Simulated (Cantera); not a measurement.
An adiabatic, constant-volume homogeneous reactor starts with CO : H2 : CH4 : O2 : N2 = 1 : 0.19 : 0.28 : 0.679 : 2.55 (molar parts), equivalence ratio 1.7, at 1350 K and 1.01 bar. Integrator tolerance rtol = 1e-08.

Detailed kinetics in Cantera: GRI-Mech 3.0 (53 species, 325 reactions).

```csv
quantity,before,after
time of steepest temperature rise,0.479 ms,1.13 ms
temperature at 1.00 s,2891 K,2797 K
equilibrium temperature,2891 K,2797 K
x(CO) at 1.00 s,0.187 (gas-phase equilibrium 0.187),0.188 (gas-phase equilibrium 0.188)
x(H2) at 1.00 s,0.0340 (gas-phase equilibrium 0.0340),0.0350 (gas-phase equilibrium 0.0350)
x(CH4) at 1.00 s,<1e-12 (gas-phase equilibrium <1e-12),<1e-12 (gas-phase equilibrium <1e-12)
x(CH2CO) at 1.00 s,<1e-12 (gas-phase equilibrium <1e-12),<1e-12 (gas-phase equilibrium <1e-12)
x(CH2O) at 1.00 s,5.56e-9 (gas-phase equilibrium 5.56e-9),1.82e-9 (gas-phase equilibrium 1.82e-9)
x(NO) at 1.00 s,0.00519 (gas-phase equilibrium 0.00519),0.00527 (gas-phase equilibrium 0.00527)
```

What was changed between the two runs?
(A) initial temperature 1350 to 1150 K
(B) pressure from 1.01 bar to 13.0 bar
(C) N2 2.55 to 1.7 parts
(D) pressure from 1.01 bar to 0.330 bar

D, pressure from 1.01 bar to 0.330 bar
